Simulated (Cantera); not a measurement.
Hydrocarbon pyrolysis for carbon deposition

An isothermal, constant-pressure homogeneous reactor starts with CH4 : N2 = 1 : 13 (molar parts), at 1425 K and 10.00 Torr.

Computed with Cantera and GRI-Mech 3.0 (53 species, 325 reactions). GRI-Mech 3.0 stops at C3 and has no aromatics, soot or wall deposition, so with more carbon than oxygen in the feed, carbon stays in small species such as C2H2 where larger ones or solid carbon would form. Radical loss at walls, strong at low pressure, is not modelled.

```
t (s)      x CH4      x H      x H2    x C2H6     x CH2     x CH3
--------  ------  -------  --------  --------  --------  --------
0.000300  0.0714  4.61e-9   1.62e-8    <1e-12    <1e-12   3.69e-8
0.000609  0.0714  4.67e-9   3.75e-8    <1e-12    <1e-12   7.97e-8
0.00124   0.0714  4.67e-9   8.10e-8    <1e-12    <1e-12   1.67e-7
0.00251   0.0714  4.67e-9   1.69e-7  2.69e-12    <1e-12   3.43e-7
0.00510   0.0714  4.67e-9   3.49e-7  2.28e-11    <1e-12   7.02e-7
0.0104    0.0714  4.68e-9   7.14e-7  1.88e-10  1.17e-12   1.43e-6
0.0211    0.0714  4.71e-9   1.46e-6   1.52e-9  4.63e-12   2.91e-6
0.0428    0.0714  4.86e-9   2.99e-6   1.17e-8  1.85e-11   5.89e-6
0.0868    0.0714  5.43e-9   6.32e-6   8.34e-8  7.37e-11   1.19e-5
0.176     0.0714  7.69e-9   1.47e-5   5.12e-7  2.83e-10   2.34e-5
0.358     0.0714  1.62e-8   4.41e-5   2.51e-6   1.01e-9   4.45e-5
0.727     0.0712  4.85e-8  0.000188   9.48e-6   3.17e-9   7.98e-5
1.48      0.0704  1.84e-7  0.000965   2.62e-5   8.06e-9  0.000128
3.00      0.0675  6.73e-7   0.00435   4.05e-5   1.27e-8  0.000159
```
x: mole fraction; the columns are a selection and need not sum to one.

Equilibrium at this temperature and pressure: CH4 8.76e-5, H 1.88e-5, H2 0.0999, C2H6 1.91e-10, CH2 4.67e-11, CH3 3.31e-7 (gas phase only).
